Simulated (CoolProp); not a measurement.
Vapour-liquid equilibrium of carbon dioxide (1) + R123 (2) at 271.4 K; x and y are mole fractions of (1).

The numbers come from the multi-fluid Helmholtz-energy mixture model, Span 1996 and Younglove 1994; pair parameters Bell 2016 in CoolProp.

```
x     bubble pressure, mixture model (MPa)  bubble pressure, Raoult's law (MPa)  y, mixture model  y, Raoult's law
----  ------------------------------------  -----------------------------------  ----------------  ---------------
0.05                                0.1455                               0.1949             0.795            0.853
0.2                                 0.4809                               0.6894             0.941            0.965
0.35                                0.8455                                1.184             0.969            0.983
0.5                                  1.279                                1.678             0.982            0.991
0.65                                 1.801                                2.173             0.990            0.995
0.8                                  2.409                                2.667             0.995            0.998
0.95                                 3.082                                3.162             0.999            1.000
```

The largest gap from Raoult's law is -30.2 % in bubble pressure, at x = 0.2. No azeotrope shows between x = 0.05 and 0.95.

Pair parameters are fitted to limited data, so mixtures are less certain than the pure fluids.
